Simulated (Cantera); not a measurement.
Feed: 1 mol FeS2, 0.072 mol SO3, 0.033 mol H2O, equilibrated at 825 °C and 13.3 mbar.

These are equilibrium values from Cantera (NASA tables, ideal gas, pure condensed phases), not measurements of a reactor. Candidate condensed phases: Fe, FeO, Fe(OH)2, Fe(OH)3, FeS, FeSO4, FeS2, Fe2O3, Fe2(SO4)3, Fe3O4, H2O, H2SO4, S; 22 gas species. FeS: taken at fixed stoichiometry. Gases not in the tables: S3 to S7. Rates play no part.

Base state: S2 0.764, SO2 0.176, H2O 0.0424, H2S 0.00897, S2O 0.00651, H2 0.00172, SO 0.000281, SH 6.63e-5 (mole fractions); condensed: FeS(s).

Question: What changes in the equilibrium state with this change: temperature from 825 °C to 375 °C?

Answer: 
| species | before | after |
|---|---|---|
| SO2 | 0.176 | 0.750 |
| H2O | 0.0424 | 0.250 |
| H2S | 0.00897 | 0.000216 |
| S2 | 0.764 | 0.000122 |
| SH | 6.63e-5 | <1e-9 |
| SO | 0.000281 | 6.27e-9 |
| H2 | 0.00172 | 3.74e-6 |
| S2O | 0.00651 | 2.59e-5 |
| FeS(s), mol | 1.00 | 0 |
| FeS2(s), mol | 0 | 0.986 |
| Fe3O4(s), mol | 0 | 0.00451 |

Question: What changes in the equilibrium state with this change: FeS2 replaced by Fe2O3?

Answer: 
| species | before | after |
|---|---|---|
| SO2 | 0.176 | 0.497 |
| O2 | <1e-9 | 0.249 |
| H2O | 0.0424 | 0.236 |
| S2 | 0.764 | <1e-9 |
| SO3 | 3.45e-9 | 0.0181 |
| H2S | 0.00897 | <1e-9 |
| S2O | 0.00651 | <1e-9 |
| H2 | 0.00172 | 5.16e-9 |
| SO | 0.000281 | <1e-9 |
| FeS(s), mol | 1.00 | 0 |
| Fe2O3(s), mol | 0 | 1.00 |
